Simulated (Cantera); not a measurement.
What does this Cantera script print?

```python
import numpy as np
import cantera as ct

gas_names = """
    B BCL BCL2 BCL3 BH BH2 BH3 BO BOCL BO2 B2 B2O B2O2 B2O3 B3O3CL3 B3O3H3 CL CLO CL2 H HBO HBO2 HCL
    HOCL HO2 H2 H2O H2O2 H3B3O6 O OH O2 O3
""".split()
cond_names = """
    B(b) B(L) B2O3(L) B3O3H3(cr) H2O(s) H2O(L)
""".split()


# ... load() reads the species with a 1 bar reference pressure and builds the phases ...
atoms = {
    'BCl3': {'B': 1, 'CL': 3},
    'O2': {'O': 2},
    'H2': {'H': 2},
}
top_T = {}  # K; cautious upper limits of use, not melting points


# ... equilibrate(T, P, feed) seeds the gas with the atoms and calls Mixture.equilibrate('TP', solver="vcs", rtol=1e-11, max_steps=5000) ...
results = []
feed = {'BCl3': 1, 'O2': 0.093, 'H2': 3.1}  # mol
T = 1150  # K
P = 10000  # Pa
mix = equilibrate(T, P, feed)
results.append((T, P, feed, dict(zip(mix.species_names, mix.species_moles))))
print(gas.report(threshold=1e-06))
for i in range(1, mix.n_phases):
    print(f"{mix.phase(i).name:16s} {mix.phase_moles(i):12.5e} mol")
```

It prints:

```
       temperature   1150 K
          pressure   10000 Pa
           density   0.03108 kg/m^3
  mean mol. weight   29.717 kg/kmol
   phase of matter   gas

                          1 kg             1 kmol
                     ---------------   ---------------
          enthalpy       -2.4561e+06        -7.299e+07  J
   internal energy       -2.7779e+06       -8.2551e+07  J
           entropy            8415.4        2.5008e+05  J/K
    Gibbs function       -1.2134e+07       -3.6059e+08  J
 heat capacity c_p            1409.9             41900  J/K
 heat capacity c_v            1130.2             33585  J/K

                      mass frac. Y      mole frac. X     chem. pot. / RT
                     ---------------   ---------------   ---------------
              BCL2        4.6506e-05        1.6914e-05           -58.235
              BCL3           0.66315           0.16821           -86.346
              BOCL        4.7236e-05        2.2547e-05           -78.358
           B3O3CL3          0.090025          0.014324           -235.07
            B3O3H3          0.001025        0.00036501           -181.63
               HBO        3.9426e-05         4.212e-05           -60.543
               HCL           0.20138           0.16414           -38.407
                H2           0.04429           0.65288           -20.593
     [  +25 minor]        1.5334e-06        1.3737e-06

B(b)              1.04985e-01 mol
B2O3(L)           0.00000e+00 mol
B3O3H3(cr)        0.00000e+00 mol
```

Cantera equilibrium calculation (NASA polynomials, part measured and part estimated; ideal gas, pure solids and liquids). The tables' values for BOCl, BCl2 are old estimates; treat these amounts as uncertain. Gases not in the tables: BHCl2.
